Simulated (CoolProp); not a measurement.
The fluid at 391.95 K and 0.128 MPa flows at 1.3 m/s in a round tube of 10 mm bore and 1.5 µm roughness, fully developed (64/Re and Nu = 3.66 if laminar; Colebrook and Gnielinski if turbulent). The same conditions are run with several fluids, on thermodynamics alone (safety and materials aside).

Computed with CoolProp (reference Helmholtz-energy equation of state of each fluid (CF4 (R14): Platzer 1990; oxygen: Schmidt 1985; R236FA: Pan 2012; ethane: Bücker 2006)). The equations of Platzer and Polt are older, rougher fits.

Problem. Rank CF4 (R14), oxygen, R236FA, ethane by Reynolds number, highest first.

Solution. R236FA (5430), CF4 (R14) (2080), ethane (1280), oxygen (642)

```tsv
fluid	Darcy friction factor	pressure drop (Pa/m)	heat-transfer coefficient (W/(m² K))	mass flow (kg/h)
CF4 (R14)	0.0308	9.02	8.65	1.27
oxygen	0.0997	10.6	12.2	0.462
R236FA	0.0367	18.8	36.1	2.23
ethane	0.0498	4.99	12.7	0.436
```

Above 300 K oxygen's equation is extrapolated.

Transport values come from each fluid's own correlations; those of CF4 (R14), R236FA are estimates that may be off by 10 % or more.
